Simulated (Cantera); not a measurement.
Input: 1 mol SiCl4, a varied amount of HCl, 70 mol H2, held at 1550 °C and 0.0650 bar.

Cantera equilibrium calculation (NASA polynomials, part measured and part estimated; ideal gas, pure solids and liquids). Candidate condensed phases: Si; 19 gas species. Gases not in the tables: Si2H6 and higher silanes. Kinetics and transport are ignored.

Problem. Which condensed phases are stable at each of these points (n(HCl) (mol)): 0.28, 1, 1.8, 2.5, 3.3, 4, 4.8?

Solution. 
```json
[
 {"n(HCl) (mol)": "0.28", "condensed phases": "Si(l)", "Si condensed (%)": "50.5"},
 {"n(HCl) (mol)": "1", "condensed phases": "Si(l)", "Si condensed (%)": "36.8"},
 {"n(HCl) (mol)": "1.8", "condensed phases": "Si(l)", "Si condensed (%)": "20.4"},
 {"n(HCl) (mol)": "2.5", "condensed phases": "Si(l)", "Si condensed (%)": "5.1"},
 {"n(HCl) (mol)": "3.3", "condensed phases": "gas only", "Si condensed (%)": "0.0"},
 {"n(HCl) (mol)": "4", "condensed phases": "gas only", "Si condensed (%)": "0.0"},
 {"n(HCl) (mol)": "4.8", "condensed phases": "gas only", "Si condensed (%)": "0.0"}
]
```

From 0.28 mol HCl to 2.5 mol HCl the condensed part is Si(l). From 3.3 mol HCl to 4.8 mol HCl nothing is condensed.
